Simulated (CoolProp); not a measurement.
Vinyl chloride at several states: density (kg/m³) from the reference equation and from simpler models built on Tc = 151.9 °C, pc = 5600 kPa, ω = 0.160; each cubic takes its own stable root.

The numbers come from the reference Helmholtz-energy equation of state, Thol 2022 in CoolProp.

| T (°C) | p (kPa) | phase | reference |
|---|---|---|---|
| -77.15 | 92.3 | liquid | 1081 |
| 63.05 | 34.4 | gas | 0.7724 |
| 150.75 | 16.9 | gas | 0.3000 |
| -35.75 | 10.1 | gas | 0.3210 |
| 71.15 | 770 | gas | 18.59 |

Task: How far does each simpler model (van der Waals, Redlich-Kwong, Soave-Redlich-Kwong, Peng-Robinson) lie from the reference over these 5 states: mean and median of the absolute difference, and the worst?

Result: 
- van der Waals: mean 8.3 %, median 0.2 %, worst -38.7 % at -77.15 °C and 92.3 kPa
- Redlich-Kwong: mean 1.9 %, median 0.1 %, worst -8.7 % at -77.15 °C and 92.3 kPa
- Soave-Redlich-Kwong: mean 1.7 %, median 0.0 %, worst -8.2 % at -77.15 °C and 92.3 kPa
- Peng-Robinson: mean 0.8 %, median 0.0 %, worst +3.1 % at -77.15 °C and 92.3 kPa
